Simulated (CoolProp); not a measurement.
Computed with CoolProp (reference Helmholtz-energy equation of state, Akasaka 2022).

Task: For R1233zd(E), give the phase and the density (kg/m³), cv (kJ/(kg K)), Joule-Thomson coefficient (K/MPa), isothermal compressibility (1/MPa) at 450 K and 3.58 MPa; 450 K and 4.18 MPa; 450 K and 4.78 MPa.

Result: 
- 450 K and 3.58 MPa: gas; density 230, cv 1.02, Joule-Thomson coefficient 16.0, isothermal compressibility 0.701
- 450 K and 4.18 MPa: supercritical; density 424, cv 1.08, Joule-Thomson coefficient 14.8, isothermal compressibility 1.54
- 450 K and 4.78 MPa: supercritical; density 652, cv 1.04, Joule-Thomson coefficient 5.62, isothermal compressibility 0.244
